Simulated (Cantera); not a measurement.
Charge: 1 mol trisilylamine, 6.6 mol N₂, held at 1648 K and 14.0 Pa.

Equilibrium computed with Cantera from the NASA thermochemical tables; the gas is ideal and each condensed phase is pure. Candidate condensed phases: Si, Si₃N₄; 18 gas species. The feed counts by its element totals alone. The tables' values for SiN are old estimates; treat these amounts as uncertain. Equilibrium is a limit: real reactors are often held back by kinetics, nucleation or transport.

Base state: N₂ 0.609, H₂ 0.384, H 0.00466, Si 0.00184, SiH 2.48e-5, Si₂N 2.16e-5, SiN 1.23e-5 (mole fractions); condensed: Si(s).

Problem. What changes in the equilibrium state with this change: 0.01 mol Cl₂ added?

Solution. 
```
species      before    after
----------  -------  -------
N₂            0.609    0.609
H₂            0.384    0.383
H           0.00466  0.00466
HCl               0  0.00164
Si          0.00184  0.00184
SiCl₂             0  2.49e-5
Cl                0  1.56e-5
SiCl              0  1.33e-5
SiH         2.48e-5  2.48e-5
Si(s), mol     2.98     2.98
```
The tables' values for SiCl, SiN are old estimates; treat these amounts as uncertain. Further candidate phases: NH₄Cl.
